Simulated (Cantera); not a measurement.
A perfectly stirred reactor is fed with 4.35 % NH3, 95.7 % H2, at 0.0263 atm; it is held at 2225 K, and followed from long to short residence time.

Computed with Cantera and the gas-phase N/H chemistry of the illustrative SiF4/NH3 mechanism in the Surface Chemkin manual (1991). Walls and surfaces, which speed up NH3 decomposition in real reactors, are not modelled.

x: mole fraction; the columns are a selection and need not sum to one.

```
τ (s)      x NH3   x H2  x N2H2     x NH       x H
------  --------  -----  ------  -------  --------
6.6      8.73e-5  0.946     ___  8.41e-6    0.0339
1.9     0.000369  0.957     ___  1.54e-5    0.0227
0.56     0.00549  0.969     ___  2.12e-5   0.00699
0.16      0.0205  0.964     ___  2.49e-5   0.00391
0.048     0.0345  0.958     ___  2.51e-5   0.00301
0.014     0.0417  0.955     ___  1.65e-5   0.00221
0.0040    0.0433  0.956     ___  3.14e-6  0.000942
```

Question: Complete the blanks.

Answer: 
- 6.6, x N2H2: 1.43e-9
- 1.9, x N2H2: 9.13e-9
- 0.56, x N2H2: 8.82e-8
- 0.16, x N2H2: 2.53e-7
- 0.048, x N2H2: 3.55e-7
- 0.014, x N2H2: 2.25e-7
- 0.0040, x N2H2: 2.42e-8
